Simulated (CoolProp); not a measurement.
Vapour-liquid equilibrium of ethanol (1) + benzene (2) at 0.11 MPa; x and y are mole fractions of (1).

Model: multi-fluid Helmholtz-energy mixture model, Schroeder 2014 and Thol 2012; pair parameters Bell 2016, in CoolProp.

```
x     bubble temperature, mixture model (°C)  bubble temperature, Raoult's law (°C)  y, mixture model  y, Raoult's law
----  --------------------------------------  -------------------------------------  ----------------  ---------------
0.05                                    77.2                                   82.6             0.190            0.054
0.2                                     71.5                                   82.2             0.387            0.213
0.35                                    70.5                                   81.8             0.438            0.368
0.5                                     70.4                                   81.5             0.463            0.519
0.65                                    70.9                                   81.2             0.507            0.667
0.8                                     73.1                                   80.9             0.617            0.811
0.95                                    78.2                                   80.6             0.871            0.953
```

The largest gap from Raoult's law is -11.3 K in bubble temperature, at x = 0.35. y crosses x between x = 0.35 and 0.5: the model has an azeotrope there.

The pair parameters rest on a limited set of measurements; away from them the model extrapolates.
